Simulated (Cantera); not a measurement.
Charge: 1 mol C2H4, 7.1 mol H2, at 0.280 bar.

Equilibrium computed with Cantera from the NASA thermochemical tables; the gas is ideal and each condensed phase is pure. Candidate condensed phases: C, C6H6, C7H8, C8H18; 76 gas species. Equilibrium is a limit: real reactors are often held back by kinetics, nucleation or transport.

### Question
What share of the C ends up in condensed phases as a function of T (°C), at 352, 427, 502, 577, 652, 727, 802, 877, 952, 1027, 1102, 1177, 1252?

### Answer
```tsv
T (°C)	C condensed (%)	as
352	0.0	-
427	0.0	-
502	0.0	-
577	47.1	C(graphite)
652	75.6	C(graphite)
727	88.7	C(graphite)
802	94.5	C(graphite)
877	97.1	C(graphite)
952	98.3	C(graphite)
1027	99.0	C(graphite)
1102	99.4	C(graphite)
1177	99.6	C(graphite)
1252	99.7	C(graphite)
```
